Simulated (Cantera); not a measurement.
Input (Python, Cantera):

```python
import numpy as np
import cantera as ct

gas = ct.Solution("gri30.yaml")


def delay(T, t_max=10):
    gas.TPX = T, 500000, {'CH4': 1, 'H2': 0.093, 'O2': 3.01, 'N2': 33}
    reactor = ct.IdealGasReactor(gas, clone=False)
    net = ct.ReactorNet([reactor])
    net.rtol, net.atol = 1e-8, 1e-16
    while net.time < t_max:
        t_old, T_old = net.time, reactor.T
        net.step()
        if reactor.T > T + 400:  # ignition: a rise of 400 K
            return t_old + (T + 400 - T_old) / (reactor.T - T_old) * (net.time - t_old)
    return np.nan


taus = []
for T in [1175, 1275, 1375, 1475, 1575, 1675, 1775, 1875, 1975, 2075]:
    taus.append(delay(T))
    print(f"T0 = {T:6g} K   tau = {taus[-1]:.4e} s")
```

Result:

```
T0 =   1175 K   tau = 1.0774e-02 s
T0 =   1275 K   tau = 4.1761e-03 s
T0 =   1375 K   tau = 1.5903e-03 s
T0 =   1475 K   tau = 6.1289e-04 s
T0 =   1575 K   tau = 2.4864e-04 s
T0 =   1675 K   tau = 1.1024e-04 s
T0 =   1775 K   tau = 5.4996e-05 s
T0 =   1875 K   tau = 3.1228e-05 s
T0 =   1975 K   tau = 2.0373e-05 s
T0 =   2075 K   tau = 1.5398e-05 s
```

Computed with Cantera and GRI-Mech 3.0 (53 species, 325 reactions).
